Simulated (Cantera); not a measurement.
**Equilibrium for oxide etching and cleaning by halides: SiO2 + Cl2 + H2**

Input: 1 mol SiO2, 10 mol Cl2, 3.8 mol H2, equilibrated at 1623.15 K and 0.900 bar.

Method: chemical equilibrium by Gibbs-energy minimisation in Cantera with the NASA 1993 tables (ideal gas, pure condensed phases). Candidate condensed phases: H2O, Si, SiO2; 30 gas species. The tables hold silica as quartz up to 1696 K and as liquid above; real silica turns to tridymite and cristobalite and melts near 1996 K. The numbers say what is thermodynamically allowed, not how fast it happens.

- x(HCl) = 0.527
- x(Cl2) = 0.388
- x(Cl) = 0.0826
- x(SiCl4) = 0.000796
- x(O2) = 0.000593
- x(H2O) = 0.000358
- x(ClO) = 4.06e-5
- x(HOCl) = 4.25e-6
- x(OH) = 2.98e-6
- n(SiO2(β-quartz)) = 0.989 mol
- gas amount = 14.39 mol
- log10 activity of Si(s) (absent) = -16.75
